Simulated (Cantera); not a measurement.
A perfectly stirred reactor is fed with CH₄ : H₂O = 1 : 2.9 (molar parts), at 6.50 bar; it is held at 1498 K, and followed from long to short residence time.

Cantera simulation using GRI-Mech 3.0 (53 species, 325 reactions); the numbers are that mechanism's predictions, not measurements.

### Question
Predict: x(CH₄) at τ = 0.910 s; x(H₂O) at τ = 0.910 s; x(C₂H₆) at τ = 0.910 s; x(CO₂) at τ = 0.910 s; x(CH₄) at τ = 25.0 ms; x(H₂O) at τ = 25.0 ms; x(C₂H₆) at τ = 25.0 ms; x(CO₂) at τ = 25.0 ms.

### Answer
| Property | Result |
|---|---|
| x(CH₄) at τ = 0.910 s | 0.119 |
| x(H₂O) at τ = 0.910 s | 0.600 |
| x(C₂H₆) at τ = 0.910 s | 0.000160 |
| x(CO₂) at τ = 0.910 s | 0.0154 |
| x(CH₄) at τ = 25.0 ms | 0.221 |
| x(H₂O) at τ = 25.0 ms | 0.724 |
| x(C₂H₆) at τ = 25.0 ms | 0.000593 |
| x(CO₂) at τ = 25.0 ms | 0.000109 |
